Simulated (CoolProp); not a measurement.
100 sccm (0 °C, 1 atm) of nitrogen bubbles through liquid octamethyltrisiloxane (MDM) at 332.9 K and leaves saturated at a total pressure of 0.0183 MPa (ideal gas phase). Each further row changes one setting.

The numbers come from the reference Helmholtz-energy equation of state, Thol 2017 in CoolProp.

```csv
case,vapour pressure (kPa),mole fraction of vapour,delivery (mg/min),delivery (sccm),change of delivery for a bath 1 K warmer (%)
as stated,3.60,0.197,259,24.5,6.3
bath temperature 337.9 K,4.59,0.251,353,33.5,6.6
total pressure 0.0366 MPa,3.60,0.0984,115,10.9,5.6
```
